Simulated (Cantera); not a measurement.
Feed: 1 mol CS2, 0.12 mol H2, equilibrated at 1.00 bar.

Equilibrium computed with Cantera from the NASA thermochemical tables; the gas is ideal and each condensed phase is pure. Candidate condensed phases: C, C6H6, C7H8, C8H18, S; 83 gas species. Equilibrium is a limit: real reactors are often held back by kinetics, nucleation or transport.

x: gas mole fraction; n: condensed amount in mol.

| T (°C) | x CS2 | x S2 | x H2S | x H2 | x CS | x SH | n C(graphite) |
|---|---|---|---|---|---|---|---|
| 1050 | 0.757 | 0.131 | 0.0866 | 0.0249 | 5.82e-5 | 0.000417 | 0.187 |
| 1100 | 0.754 | 0.135 | 0.0803 | … | … | … | 0.188 |
| 1150 | 0.750 | 0.138 | 0.0738 | 0.0369 | 0.000234 | 0.000838 | 0.189 |
| 1200 | 0.747 | 0.142 | 0.0671 | 0.0430 | 0.000435 | 0.00113 | 0.190 |
| 1250 | 0.743 | 0.145 | 0.0606 | 0.0490 | 0.000778 | 0.00149 | 0.191 |
| 1300 | 0.740 | 0.148 | 0.0544 | 0.0546 | 0.00134 | 0.00192 | 0.191 |
| 1350 | 0.736 | 0.151 | 0.0486 | 0.0598 | 0.00223 | 0.00241 | 0.192 |
| 1400 | 0.732 | 0.153 | 0.0433 | 0.0645 | 0.00359 | 0.00298 | 0.192 |
| 1450 | 0.728 | 0.156 | 0.0384 | 0.0686 | 0.00561 | 0.00362 | 0.192 |
| 1500 | 0.723 | 0.158 | 0.0340 | 0.0722 | 0.00856 | 0.00432 | 0.191 |
| 1550 | 0.717 | 0.160 | 0.0301 | 0.0753 | 0.0127 | 0.00509 | 0.190 |
| 1600 | 0.709 | 0.161 | 0.0267 | 0.0778 | 0.0185 | 0.00592 | 0.188 |
| 1650 | 0.700 | 0.162 | … | 0.0798 | … | … | 0.184 |
| 1700 | 0.690 | 0.162 | 0.0208 | 0.0813 | 0.0367 | 0.00773 | 0.179 |

Problem. Fill in the missing entries.

Solution. 
- 1650, x H2S: 0.0236
- 1650, x CS: 0.0263
- 1650, x SH: 0.00680
- 1100, x H2: 0.0308
- 1100, x CS: 0.000120
- 1100, x SH: 0.000601
